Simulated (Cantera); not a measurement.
Input: 1 mol NaI, 14 mol H2, at 1998 K and 0.950 Pa.

Cantera equilibrium calculation (NASA polynomials, part measured and part estimated; ideal gas, pure solids and liquids). Candidate condensed phases: I2, Na, NaI; 9 gas species. Kinetics and transport are ignored.

Task: What is the equilibrium state?

Result: 
```
Item                                  Value
--------------------------------  ---------
x(H2)                                 0.522
x(H)                                  0.376
x(Na)                                0.0507
x(I)                                 0.0506
x(HI)                               6.82e-5
x(NaI)                              4.27e-5
gas amount                        19.70 mol
log10 activity of Na(l) (absent)      -8.05
log10 activity of I2(l) (absent)     -16.33
```
